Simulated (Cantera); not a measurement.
Input: 1 mol CH₃OH, 0.18 mol O₂, 0.43 mol N₂, held at 1700 °C and 133 Pa.

Method: chemical equilibrium by Gibbs-energy minimisation in Cantera with the NASA 1993 tables (ideal gas, pure condensed phases). Candidate condensed phases: C, C₆H₆, C₇H₈, C₈H₁₈, H₂O; 136 gas species. Kinetics and transport are ignored.

Base state: H₂ 0.471, CO 0.276, N₂ 0.124, H₂O 0.0912, H 0.0254, CO₂ 0.0119, OH 0.000466, O 1.85e-5 (mole fractions); condensed: gas only.

Q: What changes in the equilibrium state with this change: temperature from 1700 °C to 2050 °C?

A: 
```tsv
species	before	after
H₂	0.471	0.359
CO	0.276	0.254
H	0.0254	0.179
CO₂	0.0119	0.00954
H₂O	0.0912	0.0764
N₂	0.124	0.113
O₂	1.55e-6	0.000190
O	1.85e-5	0.00214
NO	7.64e-6	0.000188
```
